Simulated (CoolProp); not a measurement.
Vapour-liquid equilibrium of benzene (1) + octamethylcyclotetrasiloxane (D4) (2) at 571 kPa; x and y are mole fractions of (1).

Values from CoolProp's multi-fluid Helmholtz-energy mixture model, Thol 2012 and Thol 2015; pair parameters Bell 2016.

**Question.** Give the bubble temperature and the first vapour's composition at x = 0.2, 0.65, 0.95. Is there an azeotrope?

**Answer.** x = 0.2: 502.0 K, y = 0.483; x = 0.65: 446.7 K, y = 0.927; x = 0.95: 424.9 K, y = 0.995. No azeotrope shows between x = 0.05 and 0.95.

Pair parameters are fitted to limited data, so mixtures are less certain than the pure fluids.
